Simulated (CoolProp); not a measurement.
Saturation properties of CHF3 (R23) (Tc = 26.1 °C, pc = 4832 kPa, ω = 0.263).

Model: reference Helmholtz-energy equation of state, Penoncello 2003, in CoolProp.

| T (°C) | p (kPa) | liquid cp (kJ/(kg K)) | surface tension (mN/m) | liquid viscosity (µPa s) | vapour viscosity (µPa s) |
|---|---|---|---|---|---|
| -84.75 | 86.29 | 1.233 | 17.4 | 319 | 9.32 |
| -79.95 | 114.0 | 1.241 | 16.5 | 295 | 9.58 |
| -75.05 | 149.2 | 1.251 | 15.5 | 273 | 9.85 |
| -70.25 | 191.3 | 1.262 | 14.6 | 254 | 10.1 |
| -65.35 | 243.3 | 1.274 | 13.7 | 236 | 10.4 |
| -60.55 | 304.2 | 1.288 | 12.8 | 220 | 10.6 |
| -55.75 | 376.2 | 1.303 | 12.0 | 206 | 10.9 |
| -50.85 | 462.5 | 1.321 | 11.1 | 192 | 11.2 |
| -46.05 | 560.9 | 1.341 | 10.2 | 180 | 11.4 |
| -41.15 | 676.9 | 1.365 | 9.35 | 169 | 11.7 |
| -36.35 | 807.2 | 1.391 | 8.52 | 158 | 12.0 |

It boils at -82.0 °C under 1 atm.

Viscosity comes from a separate model (Shan 2000). Surface tension comes from a separate correlation (Mulero 2012).
